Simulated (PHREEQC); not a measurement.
A solution holds 12.6 mmol/kgw KHF2, at 25 °C and 50 atm. Closed to the air; pH follows from the charge balance.

The numbers come from PHREEQC with the ion-association model, phreeqc.dat.

This is a speciation only: nothing precipitates in the calculation.

Q: Predict the pH.

A: pH 3.17.

Q: In which forms is F present?

A: F- 51 %, HF 45 %, HF2- 4.3 % of the F.

Under pressure, the constants of complexes without a molar volume in the database are unreliable.
